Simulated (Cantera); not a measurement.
Charge: 1 mol SiCl4, 0.03 mol Cl2, 3.4 mol N2, equilibrated at 1550 K and 0.100 bar.

Method: chemical equilibrium by Gibbs-energy minimisation in Cantera with the NASA 1993 tables (ideal gas, pure condensed phases). Candidate condensed phases: Si, Si3N4; 13 gas species. The tables' values for SiCl3 are old estimates; treat these amounts as uncertain. The numbers say what is thermodynamically allowed, not how fast it happens.

Base state: N2 0.763, SiCl4 0.223, Cl 0.0109, Cl2 0.00181, SiCl3 0.00101, SiCl2 1.28e-5 (mole fractions); condensed: gas only.

### Question
What changes in the equilibrium state with this change: temperature from 1550 K to 1723 K?

### Answer
| species | before | after |
|---|---|---|
| N2 | 0.763 | 0.754 |
| SiCl4 | 0.223 | 0.211 |
| Cl | 0.0109 | 0.0226 |
| SiCl3 | 0.00101 | 0.00978 |
| SiCl2 | 1.28e-5 | 0.000849 |
| Cl2 | 0.00181 | 0.00109 |

### Question
What changes in the equilibrium state with this change: pressure from 0.100 bar to 12.0 mbar?

### Answer
```
species   before     after
-------  -------  --------
N2         0.763     0.758
SiCl4      0.223     0.218
Cl        0.0109    0.0179
SiCl2    1.28e-5  0.000322
SiCl3    0.00101   0.00502
```
